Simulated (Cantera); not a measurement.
## Premixed flame

A freely propagating, adiabatic, planar premixed flame of 22.6 % H₂, 16.1 % O₂, 60.7 % N₂, 0.677 % H₂O, unburnt at 500 K and 13300 Pa; mixture-averaged transport, grid criteria slope 0.08 and curve 0.16, no radiation.

Computed with Cantera and the H2/O2 subset of GRI-Mech 3.0, which has no nitrogen chemistry. Burning velocities carry a grid error of a few per cent, more on coarse grids.

```csv
z (mm),T (K),u (m/s),x H₂,x O₂,x HO₂,x O,x H₂O,x H
-17.6,500,3.34,0.226,0.161,<1e-8,<1e-8,0.00677,<1e-8
-11.7,500,3.34,0.226,0.161,<1e-8,<1e-8,0.00677,<1e-8
-8.80,500,3.34,0.226,0.161,<1e-8,<1e-8,0.00677,<1e-8
-5.87,500,3.34,0.226,0.161,1.49e-7,<1e-8,0.00677,1.17e-8
-2.93,508,3.38,0.223,0.161,7.55e-5,4.56e-6,0.00722,9.82e-5
-1.47,665,4.36,0.197,0.158,4.94e-5,0.000154,0.0208,0.00494
0,1044,6.63,0.0984,0.122,1.99e-5,0.00554,0.0997,0.0355
1.47,1314,8.26,0.0294,0.0743,1.00e-5,0.0141,0.182,0.0493
2.93,1439,8.99,0.0224,0.0658,7.51e-6,0.0152,0.197,0.0423
5.87,1574,9.75,0.0213,0.0624,5.79e-6,0.0140,0.205,0.0317
11.7,1715,10.5,0.0189,0.0594,4.34e-6,0.0116,0.215,0.0212
23.5,1849,11.2,0.0151,0.0569,3.11e-6,0.00864,0.226,0.0125
46.9,1962,11.8,0.0106,0.0551,2.15e-6,0.00568,0.236,0.00627
```
x: mole fraction of selected species; z is measured from the peak of heat release.

```
Quantity                     Value
------------------------  --------
laminar burning velocity  334 cm/s
thermal thickness          5.87 mm
peak x(HO₂)                8.18e-5
peak x(O)                   0.0152
peak x(H)                   0.0497
grid points                    130
```
